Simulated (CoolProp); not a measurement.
Vapour-liquid equilibrium of benzene (1) + m-xylene (2) at 0.0234 MPa; x and y are mole fractions of (1).

Model: multi-fluid Helmholtz-energy mixture model, Thol 2012 and Zhou 2012; pair parameters Bell 2016, in CoolProp.

```tsv
x	bubble temperature (°C)	y at the bubble point	dew temperature at overall composition x (°C)	liquid density (mol/L)
0.05	85.0	0.255	90.5	7.704
0.125	(withheld)	0.495	88.6	7.941
0.2	70.5	0.642	86.6	8.172
0.275	(withheld)	0.738	84.4	8.403
0.35	60.9	0.805	82.1	(withheld)
0.425	57.2	0.854	79.5	8.875
0.5	53.9	0.890	76.7	9.119
0.575	51.0	0.918	(withheld)	(withheld)
0.65	48.4	(withheld)	70.1	9.631
0.725	(withheld)	0.958	66.1	9.901
0.8	43.9	0.973	61.3	10.18
0.875	41.9	0.984	55.3	10.47
0.95	40.1	0.994	(withheld)	10.78
```

**Question.** Some entries are withheld; supply them.

**Answer.** 
- 0.125, bubble temperature (°C): 76.9
- 0.275, bubble temperature (°C): 65.3
- 0.35, liquid density (mol/L): 8.637
- 0.575, dew temperature at overall composition x (°C): 73.6
- 0.575, liquid density (mol/L): 9.371
- 0.65, y at the bubble point: 0.940
- 0.725, bubble temperature (°C): 46.0
- 0.95, dew temperature at overall composition x (°C): 47.1

No azeotrope shows between x = 0.05 and 0.95.

Pair parameters are fitted to limited data, so mixtures are less certain than the pure fluids.
